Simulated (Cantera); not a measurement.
Input: 1 mol CH3Cl, 0.038 mol HCl, 0.31 mol H2, 0.02 mol CH4, at 2550 °C and 0.0100 bar.

These are equilibrium values from Cantera (NASA tables, ideal gas, pure condensed phases), not measurements of a reactor. Candidate condensed phases: C, C6H6, C7H8, C8H18; 91 gas species. Rates play no part.

Base state: H 0.438, H2 0.245, Cl 0.166, HCl 0.134, C2H2 (acetylene) 0.00880, C3 0.00418, C2H 0.00207, C 0.000846 (mole fractions); condensed: C(graphite).

Question: What changes in the equilibrium state with this change: temperature from 2550 °C to 1002 °C?

Answer: 
| species | before | after |
|---|---|---|
| H2 | 0.245 | 0.565 |
| HCl | 0.134 | 0.435 |
| CH4 | 5.70e-8 | 2.96e-5 |
| H | 0.438 | 5.54e-6 |
| Cl | 0.166 | 3.62e-6 |
| C3 | 0.00418 | <1e-9 |
| C2H | 0.00207 | <1e-9 |
| C(graphite), mol | 0.892 | 1.02 |
